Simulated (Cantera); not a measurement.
A closed system holds: 1 mol Ca(OH)2, 0.21 mol H2, 3 mol H2O, equilibrated at 623.15 K and 128 Torr.

Method: chemical equilibrium by Gibbs-energy minimisation in Cantera with the NASA 1993 tables (ideal gas, pure condensed phases). Candidate condensed phases: Ca, CaO, Ca(OH)2, H2O; 14 gas species. Equilibrium is a limit: real reactors are often held back by kinetics, nucleation or transport.

Base state: H2O 0.935, H2 0.0654 (mole fractions); condensed: Ca(OH)2(s).

Q: What changes in the equilibrium state with this change: temperature from 623.15 K to 1975 K?

A: 
```tsv
species	before	after
H2O	0.935	0.947
H2	0.0654	0.0504
OH	<1e-9	0.00133
Ca(OH)2	<1e-9	7.94e-5
H	<1e-9	0.000745
O2	<1e-9	0.000118
O	<1e-9	1.45e-5
Ca(OH)2(s), mol	1.00	0
CaO(s), mol	0	1.000
```
